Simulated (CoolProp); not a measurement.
Computed with CoolProp (reference Helmholtz-energy equation of state, Schroeder 2014).

Task: For ethanol, give the phase and the cv (kJ/(kg K)) at 346.85 °C and 0.0418 MPa; 346.85 °C and 0.0858 MPa; 346.85 °C and 3.13 MPa.

Result: 
- 346.85 °C and 0.0418 MPa: gas; cv 2.22
- 346.85 °C and 0.0858 MPa: gas; cv 2.22
- 346.85 °C and 3.13 MPa: gas; cv 2.34
